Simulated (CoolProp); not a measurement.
Vapour-liquid equilibrium of n-octane (1) + n-dodecane (2) at 0.00736 MPa; x and y are mole fractions of (1).

Computed with CoolProp (multi-fluid Helmholtz-energy mixture model, Beckmüller 2019 and Lemmon 2004; pair parameters Bell 2016).

```tsv
x	bubble temperature (K)	y at the bubble point	dew temperature at overall composition x (K)	liquid density (mol/L)
0.05	389.3	0.458	402.0	4.035
0.2	364.0	0.858	397.9	4.338
0.35	350.4	___	393.2	4.611
0.5	341.5	___	387.6	4.885
0.65	335.0	0.988	380.3	5.171
0.8	330.1	0.995	369.8	5.476
0.95	326.3	0.999	___	5.805
```

Q: Some entries are withheld; supply them.

A: 
- 0.35, y at the bubble point: 0.944
- 0.5, y at the bubble point: 0.975
- 0.95, dew temperature at overall composition x (K): 349.0

No azeotrope shows between x = 0.05 and 0.95.

Pair parameters are fitted to limited data, so mixtures are less certain than the pure fluids.
